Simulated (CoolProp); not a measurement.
A simple Rankine cycle with water: condensing at 326.15 K, boiler at 7.09 MPa, turbine inlet 564.8 K, turbine efficiency 0.65, pump efficiency 0.6, no recuperator. Each further row changes one setting.

The numbers come from the reference Helmholtz-energy equation of state, Wagner 2002 in CoolProp.

| case | thermal efficiency (%) | net work (kJ/kg) | heat in (kJ/kg) | turbine exit temperature (K) | volume ratio over the turbine |
|---|---|---|---|---|---|
| as stated | 22.6 | 578 | 2560 | 326.1 | 315 |
| turbine inlet 584.8 K | 22.7 | 603 | 2650 | 326.1 | 296 |
| condensing temperature 318.15 K | 23.3 | 605 | 2600 | 318.1 | 457 |
| boiler pressure 4.96 MPa | 21.8 | 582 | 2670 | 326.1 | 207 |
| turbine efficiency 0.55 | 19.0 | 487 | 2560 | 326.1 | 330 |

The expansion ends wet for: as stated; turbine inlet 584.8 K; condensing temperature 318.15 K; boiler pressure 4.96 MPa; turbine efficiency 0.55.
